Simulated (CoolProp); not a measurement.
c-C4F8 (RC318) at 293.15 K and 1.35 MPa flows at 4.4 m/s in a round tube of 1 mm bore and 0.25 µm roughness, fully developed (64/Re and Nu = 3.66 if laminar; Colebrook and Gnielinski if turbulent). Each further row changes one setting.

Model: reference Helmholtz-energy equation of state, Platzer 1990, in CoolProp. This equation is an older, rougher fit; its heat capacities, sound speeds and derivatives of the liquid may be far off and weren't checked against measurements.

| case | Reynolds number | Darcy friction factor | pressure drop (Pa/m) | heat-transfer coefficient (W/(m² K)) | mass flow (kg/h) |
|---|---|---|---|---|---|
| as stated | 16700 | 0.0275 | 407000 | 8320 | 19.0 |
| velocity 8.8 m/s | 33500 | [?] | [?] | 15500 | [?] |
| diameter 2 mm | 33500 | 0.0232 | [?] | 7650 | 75.9 |

Complete the blanks.


- velocity 8.8 m/s, Darcy friction factor: 0.0236
- velocity 8.8 m/s, pressure drop (Pa/m): 1390000
- velocity 8.8 m/s, mass flow (kg/h): 38.0
- diameter 2 mm, pressure drop (Pa/m): 172000

Viscosity comes from a separate model (Huber 2003), an estimate that may be off by 10 % or more. Thermal conductivity comes from a separate model (Huber 2003), an estimate that may be off by 10 % or more.
